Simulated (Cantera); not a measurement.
Input (Python, Cantera) and output of one run.

```python
import numpy as np
import cantera as ct

gas_names = """
    H HNO HNO2 HNO3 HO2 H2 H2O H2O2 H2S H2SO4 N NH NH2 NH3 NH2OH NO NO2 NO3 N2 N2H2 N2H4 N2O O OH O2 O3
    S SH SN SO SO2 SO3 S2 S2O S8
""".split()
cond_names = """
    H2O(s) H2O(L) H2SO4(L) S(cr1) S(cr2) S(L)
""".split()


# ... load() reads the species with a 1 bar reference pressure and builds the phases ...
atoms = {
    'S': {'S': 1},
    'H2O': {'H': 2, 'O': 1},
    'N2': {'N': 2},
}
top_T = {}  # K; cautious upper limits of use, not melting points


# ... equilibrate(T, P, feed) seeds the gas with the atoms and calls Mixture.equilibrate('TP', solver="vcs", rtol=1e-11, max_steps=5000) ...
results = []
feed = {'S': 1, 'H2O': 0.18, 'N2': 1}  # mol
T = 2573  # K
for P in [10, 84, 710, 6000, 50000, 420000, 3600000, 30000000]:
    mix = equilibrate(T, P, feed)
    results.append((T, P, feed, dict(zip(mix.species_names, mix.species_moles))))

top = {s: max(r[3][s] / sum(r[3][g] for g in gas_names) for r in results) for s in gas_names}
cols = sorted((s for s in top if top[s] > 0.0001), key=lambda s: -top[s])[:9]
seen = [c for c in cond_names if any(r[3].get(c, 0) > 1e-12 for r in results)]
print("log10 of partial pressures in bar; condensed amounts in mol")
print(f"{'P/Pa':>10s}" + "".join(f"{s[:9]:>10s}" for s in cols + seen))
for T, P, feed, n in results:
    ng = sum(n[g] for g in gas_names)
    print(f"{P:10.4g}" + "".join(f"{np.log10(max(n[s] / ng * P / 1e5, 1e-99)):10.3f}" for s in cols)
          + "".join(f"{n.get(c, 0):10.4g}" for c in seen))
```

Output:

```
log10 of partial pressures in bar; condensed amounts in mol
      P/Pa        N2         S        S2         H        SO        H2       H2O         O       H2S
        10    -4.387    -4.434    -6.410    -4.845    -5.484    -6.762    -8.424    -5.426   -10.721
        84    -3.436    -3.570    -4.683    -3.968    -4.293    -5.008    -6.343    -5.098    -8.104
       710    -2.464    -2.820    -3.183    -3.249    -3.309    -3.570    -4.670    -4.864    -5.916
      6000    -1.495    -2.225    -1.993    -2.691    -2.415    -2.454    -3.256    -4.565    -4.205
     5e+04    -0.552    -1.713    -0.968    -2.221    -1.610    -1.514    -2.023    -4.272    -2.753
   4.2e+05     0.384    -1.229    -0.001    -1.794    -0.860    -0.660    -0.902    -4.006    -1.415
   3.6e+06     1.325    -0.755     0.947    -1.398    -0.135     0.132     0.140    -3.756    -0.149
     3e+07     2.251    -0.295     1.867    -1.043     0.568     0.843     1.094    -3.512     1.021
```

Equilibrium computed with Cantera from the NASA thermochemical tables; the gas is ideal and each condensed phase is pure. The ideal-gas law is rough above about 30 bar.
